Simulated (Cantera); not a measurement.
Input: 1 mol Si2H6, 0.11 mol O3, 17 mol H2, held at 54.0 Pa.

Equilibrium computed with Cantera from the NASA thermochemical tables; the gas is ideal and each condensed phase is pure. Candidate condensed phases: H2O, Si, SiO2; 18 gas species. The feed counts by its element totals alone. The numbers say what is thermodynamically allowed, not how fast it happens. All values below are at 1052 °C.

Base state: H2 0.984, SiO 0.0162, H 6.98e-5 (mole fractions); condensed: Si(s).

Q: What changes in the equilibrium state with this change: pressure from 54.0 Pa to 10000 Pa?

A: 
```tsv
species	before	after
H2	0.984	1.000
SiO	0.0162	0.000139
H	6.98e-5	5.17e-6
Si(s), mol	1.67	1.83
SiO2(β-quartz), mol	0	0.164
```
Mutual solubility and eutectic melting of coexisting phases are not modelled. The tables hold silica as quartz up to 1696 K and as liquid above; real silica turns to tridymite and cristobalite and melts near 1996 K.
